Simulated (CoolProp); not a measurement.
The fluid at 296.29 K and 1.78 MPa flows at 0.14 m/s in a round tube of 20 mm bore and 1.5 µm roughness, fully developed (64/Re and Nu = 3.66 if laminar; Colebrook and Gnielinski if turbulent). The same conditions are run with several fluids, on thermodynamics alone (safety and materials aside).

The numbers come from the reference Helmholtz-energy equation of state of each fluid (sulfur hexafluoride: Guder 2009; CF4 (R14): Platzer 1990; carbon dioxide: Span 1996) in CoolProp. The equations of Platzer and Polt are older, rougher fits.

### Question
Rank sulfur hexafluoride, CF4 (R14), carbon dioxide by Reynolds number, highest first.

### Answer
sulfur hexafluoride (24400), CF4 (R14) (10500), carbon dioxide (6550)

```tsv
fluid	Darcy friction factor	pressure drop (Pa/m)	heat-transfer coefficient (W/(m² K))	mass flow (kg/h)
sulfur hexafluoride	0.0248	1.72	52.2	22.4
CF4 (R14)	0.0306	1.02	27.2	10.8
carbon dioxide	0.0347	0.599	19.8	5.57
```

Transport values come from each fluid's own correlations; those of CF4 (R14) are estimates that may be off by 10 % or more.
